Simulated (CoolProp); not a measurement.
Vapour-liquid equilibrium of hydrogen sulfide (1) + isobutane (2) at 342.4 K; x and y are mole fractions of (1).

Computed with CoolProp (multi-fluid Helmholtz-energy mixture model, Lemmon 2006 and Bücker 2006; pair parameters Kunz 2012).

Q: Give the bubble pressure and the first vapour's composition at x = 0.125, 0.275, 0.8. Is there an azeotrope?

A: x = 0.125: 1.648 MPa, y = 0.360; x = 0.275: 2.342 MPa, y = 0.574; x = 0.8: 4.433 MPa, y = 0.888. No azeotrope shows between x = 0.05 and 0.95.

Pair parameters are fitted to limited data, so mixtures are less certain than the pure fluids.
